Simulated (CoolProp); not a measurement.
Vapour-liquid equilibrium of hydrogen chloride (1) + ethane (2) at 261.2 K; x and y are mole fractions of (1).

Values from CoolProp's multi-fluid Helmholtz-energy mixture model, Thol 2018 and Bücker 2006; pair parameters Bell 2016.

**Question.** Give the bubble pressure and the first vapour's composition at x = 0.35, 0.875, 0.95. Is there an azeotrope?

**Answer.** x = 0.35: 23.18 bar, y = 0.416; x = 0.875: 21.67 bar, y = 0.796; x = 0.95: 20.14 bar, y = 0.901. y crosses x between x = 0.5 and 0.575: the model has an azeotrope there.

Pair parameters are fitted to limited data, so mixtures are less certain than the pure fluids.
